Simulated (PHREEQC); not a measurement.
Dissolve 66 mmol/kgw H3BO3 and 6.8 mmol/kgw NaHSO4 at 45 °C. Closed to the air; pH follows from the charge balance.

The numbers come from PHREEQC with the ion-association model, wateq4f.dat.

Task: The ionic strength comes out as 0.0160 mol/kgw. What activity coefficients do H+, HSO4-, SO4-2, NaSO4-, Na+ get?

Result: H+ 0.89, HSO4- 0.88, SO4-2 0.60, NaSO4- 0.88, Na+ 0.88.

Precipitation was switched off in this run. Complexes and solids missing from the database can't appear. Constants without temperature data keep their 25 °C values here.
